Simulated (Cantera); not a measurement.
## Carbon deposition, reforming and gasification: toluene + H2 + O2

Charge: 1 mol toluene, 92 mol H2, 1 mol O2, held at 240 Torr.

These are equilibrium values from Cantera (NASA tables, ideal gas, pure condensed phases), not measurements of a reactor. Candidate condensed phases: C, C6H6, C7H8, C8H18, H2O; 131 gas species. Ions and electrons are included (thermal ionisation). Kinetics and transport are ignored.

From 3000 K to 5000 K nothing is condensed. The main C-bearing gas is C2H2 (acetylene) at 3000 K and C at 5000 K.

```csv
T (K),x H,x H2,x C,x C2H2 (acetylene),x CO
3000,0.237,0.723,0.000106,0.0202,0.0180
3250,0.419,0.545,0.000666,0.0145,0.0161
3500,0.618,0.350,0.00282,0.00696,0.0139
3750,0.777,0.192,0.00799,0.00194,0.0122
4000,0.872,0.0958,0.0156,0.000330,0.0111
4250,0.919,0.0468,0.0215,3.69e-5,0.0106
4500,0.941,0.0237,0.0239,3.51e-6,0.0103
4750,0.952,0.0126,0.0247,3.70e-7,0.0101
5000,0.957,0.00709,0.0251,4.70e-8,0.00999
```
x: gas mole fraction; nothing condenses.
